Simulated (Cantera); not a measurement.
Input: 1 mol CH₄, 0.095 mol NH₃, 50 mol H₂, at 10000 Pa.

Cantera equilibrium calculation (NASA polynomials, part measured and part estimated; ideal gas, pure solids and liquids). Candidate condensed phases: C, C₆H₆, C₇H₈, C₈H₁₈; 92 gas species. The numbers say what is thermodynamically allowed, not how fast it happens. All values below are at 2373 K.

Base state: H₂ 0.950, H 0.0430, C₂H₂ (acetylene) 0.00584, HCN 0.000947, N₂ 0.000368, HNC 9.51e-5, CH₄ 1.68e-5, C₄H₂ 1.48e-5 (mole fractions); condensed: C(graphite).

Question: What changes in the equilibrium state with this change: NH₃ from 0.095 to 0.24 mol?

Answer: 
```tsv
species	before	after
H₂	0.950	0.948
H	0.0430	0.0430
C₂H₂ (acetylene)	0.00584	0.00583
N₂	0.000368	0.00127
HCN	0.000947	0.00176
HNC	9.51e-5	0.000176
CH₄	1.68e-5	1.68e-5
CH₃	1.41e-5	1.41e-5
C₄H₂	1.48e-5	1.47e-5
C(graphite), mol	0.314	0.264
```
